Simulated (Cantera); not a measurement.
An adiabatic, constant-volume homogeneous reactor starts with H2 : O2 : N2 = 1 : 1.52 : 5.7 (molar parts), equivalence ratio 0.33, at 1475 K and 1050 Torr. Integrator tolerance rtol = 1e-08.

Cantera simulation using the H2/O2 subset of GRI-Mech 3.0, which has no nitrogen chemistry; the numbers are that mechanism's predictions, not measurements.

What does this change do: N2 5.7 to 8.8 parts?


| quantity | before | after |
|---|---|---|
| time of steepest temperature rise | 12.3 µs | 17.1 µs |
| temperature at 9.00 s | 2448 K | 2227 K |
| equilibrium temperature | 2448 K | 2227 K |
| x(H2) at 9.00 s | 0.00107 (gas-phase equilibrium 0.00107) | 0.000282 (gas-phase equilibrium 0.000282) |
| x(O2) at 9.00 s | 0.128 (gas-phase equilibrium 0.128) | 0.0930 (gas-phase equilibrium 0.0930) |
| x(H) at 9.00 s | 0.000443 (gas-phase equilibrium 0.000443) | 7.80e-5 (gas-phase equilibrium 7.80e-5) |
| x(OH) at 9.00 s | 0.00989 (gas-phase equilibrium 0.00989) | 0.00361 (gas-phase equilibrium 0.00361) |
| x(O) at 9.00 s | 0.00272 (gas-phase equilibrium 0.00272) | 0.000691 (gas-phase equilibrium 0.000691) |
| x(H2O) at 9.00 s | 0.123 (gas-phase equilibrium 0.123) | 0.0902 (gas-phase equilibrium 0.0902) |

What does this change do: pressure from 1050 Torr to 750 Torr?


| quantity | before | after |
|---|---|---|
| time of steepest temperature rise | 12.3 µs | 17.1 µs |
| temperature at 9.00 s | 2448 K | 2440 K |
| equilibrium temperature | 2448 K | 2440 K |
| x(H2) at 9.00 s | 0.00107 (gas-phase equilibrium 0.00107) | 0.00121 (gas-phase equilibrium 0.00121) |
| x(O2) at 9.00 s | 0.128 (gas-phase equilibrium 0.128) | 0.128 (gas-phase equilibrium 0.128) |
| x(H) at 9.00 s | 0.000443 (gas-phase equilibrium 0.000443) | 0.000539 (gas-phase equilibrium 0.000539) |
| x(OH) at 9.00 s | 0.00989 (gas-phase equilibrium 0.00989) | 0.0105 (gas-phase equilibrium 0.0105) |
| x(O) at 9.00 s | 0.00272 (gas-phase equilibrium 0.00272) | 0.00308 (gas-phase equilibrium 0.00308) |
| x(H2O) at 9.00 s | 0.123 (gas-phase equilibrium 0.123) | 0.122 (gas-phase equilibrium 0.122) |
